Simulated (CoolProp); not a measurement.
Vapour-liquid equilibrium of CHF3 (R23) (1) + R125 (2) at 0.0421 MPa; x and y are mole fractions of (1).

The numbers come from the multi-fluid Helmholtz-energy mixture model, Penoncello 2003 and Lemmon 2005; pair parameters Bell 2016 in CoolProp.

| x | bubble temperature (°C) | y at the bubble point | dew temperature at overall composition x (°C) | liquid density (mol/L) |
|---|---|---|---|---|
| 0.05 | -68.2 | 0.237 | -65.2 | 13.44 |
| 0.15 | -74.4 | 0.537 | -66.7 | [?] |
| 0.25 | [?] | 0.705 | -68.4 | 14.83 |
| 0.35 | -83.0 | 0.804 | -70.3 | 15.55 |
| 0.45 | -86.0 | [?] | [?] | 16.29 |
| 0.55 | -88.5 | 0.909 | -74.7 | 17.08 |
| 0.65 | -90.6 | 0.939 | -77.5 | 17.92 |
| 0.75 | -92.3 | 0.961 | -80.8 | 18.81 |
| 0.85 | -93.9 | 0.979 | -85.2 | 19.78 |
| 0.95 | -95.3 | 0.993 | -91.4 | 20.83 |

**Question.** What belongs in the gaps?

**Answer.** 
- 0.15, liquid density (mol/L): 14.13
- 0.25, bubble temperature (°C): -79.2
- 0.45, y at the bubble point: 0.867
- 0.45, dew temperature at overall composition x (°C): -72.4

No azeotrope shows between x = 0.05 and 0.95.

The pair parameters rest on a limited set of measurements; away from them the model extrapolates. The gap from Raoult's law changes sign with composition, which may be real or a fault of the pair parameters; it wasn't checked against measurements.
